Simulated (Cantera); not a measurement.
Charge: 1 mol Si, 0.8 mol CO2, 290 mol H2, 1.8 mol H2O, held at 81.0 mbar.

Equilibrium computed with Cantera from the NASA thermochemical tables; the gas is ideal and each condensed phase is pure. Candidate condensed phases: C, C6H6, C7H8, C8H18, H2O, Si, SiC, SiO2; 123 gas species. The numbers say what is thermodynamically allowed, not how fast it happens.

Question: At 652 °C, list the 4 most abundant gas species with their mole fractions, and the condensed phases.

Answer: H2 0.994, H2O 0.00316, CO 0.00162, CH4 0.00111. Condensed: SiO2(β-quartz).
